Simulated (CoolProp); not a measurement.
The numbers come from the reference Helmholtz-energy equation of state, Thol 2017 in CoolProp.

Problem. For octamethyltrisiloxane (MDM), give the phase and the cv (kJ/(kg K)), speed of sound (m/s), Joule-Thomson coefficient (K/MPa), isothermal compressibility (1/MPa) at 575 K and 0.421 MPa; 348.7 K and 0.11 MPa.

Solution. 
- 575 K and 0.421 MPa: gas; cv 2.07, speed of sound 129, Joule-Thomson coefficient 9.81, isothermal compressibility 2.66
- 348.7 K and 0.11 MPa: liquid; cv 1.59, speed of sound 748, Joule-Thomson coefficient -0.354, isothermal compressibility 0.00280
